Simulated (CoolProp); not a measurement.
The numbers come from the reference Helmholtz-energy equation of state, Lemmon 2006 in CoolProp. It is a short technical equation, of lower accuracy than the large ones.

Task: Give the vapour pressure (bar), liquid density (kg/m³), vapour density (kg/m³), liquid cp (kJ/(kg K)) of saturated C3F8 (R218) at 293.8 K.

Result: 
```
T (K)  p (bar)  liquid density (kg/m³)  vapour density (kg/m³)  liquid cp (kJ/(kg K))
-----  -------  ----------------------  ----------------------  ---------------------
293.8     7.70                    1350                    75.3                   1.15
```
